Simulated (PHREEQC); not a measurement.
Solution (25 °C): 0.0015 mol CuSO4, 0.06 mol CuCl2, 0.05 mol HCl and 0.23 mol Na2SO4 per kg of water. It is in equilibrium with CO2 at log p = -3.4 (atm). Otherwise closed; pH follows from the charge balance.

All values are PHREEQC results (ion-association model, phreeqc.dat), not measurements.

This is a speciation only: nothing precipitates in the calculation.

**Question.** What pH does the model give?

**Answer.** pH 1.93.

**Question.** In which forms is Cl present?

**Answer.** Cl- 98 %, CuCl+ 1.9 % of the Cl.

Species that the database lacks are ignored.
